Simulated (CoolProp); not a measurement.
Aqueous potassium carbonate as a coolant, at 30 °C, 1 atm.

Computed with CoolProp (Melinder's fits for secondary coolants).

```tsv
mass %	freezing point (°C)	density (kg/m³)	cp (kJ/(kg K))	conductivity (W/(m K))	Prandtl number
2	-0.6	1014	4.064	0.614	5.51
5.9	-2.0	1049	3.880	0.610	5.83
9.8	-3.5	1085	3.720	0.606	6.28
13.7	-5.3	1122	3.568	0.602	6.80
17.6	-7.3	1161	3.416	0.598	7.41
21.5	-9.9	1201	3.266	0.594	8.13
25.4	-13.2	1243	3.124	0.590	9.05
29.4	-17.8	1287	2.994	0.586	10.3
33.3	-23.7	1331	2.886	0.581	12.0
37.2	-31.1	1376	2.793	0.576	14.3
```
